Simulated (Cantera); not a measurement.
An adiabatic, constant-pressure homogeneous reactor starts with 9.10 % CH4, 0.682 % CO, 18.9 % O2, 71.1 % N2, 0.146 % H2O, equivalence ratio 0.98, at 1550 K and 100000 Pa.

Detailed kinetics in Cantera: GRI-Mech 3.0 (53 species, 325 reactions).

Question: Predict: time of steepest temperature rise; temperature at 0.300 s; equilibrium temperature; x(CO) at 0.300 s; x(O2) at 0.300 s; x(HCO) at 0.300 s; x(OH) at 0.300 s.

Answer: 
```json
{
  "time_of_steepest_temperature_rise": "0.733 ms",
  "temperature at 0.300 s": "2744 K",
  "equilibrium_temperature": "2744 K",
  "x(CO) at 0.300 s": "0.0419 (gas-phase equilibrium 0.0419)",
  "x(O2) at 0.300 s": "0.0221 (gas-phase equilibrium 0.0221)",
  "x(HCO) at 0.300 s": "3.78e-8 (gas-phase equilibrium 3.78e-8)",
  "x(OH) at 0.300 s": "0.0199 (gas-phase equilibrium 0.0199)"
}
```
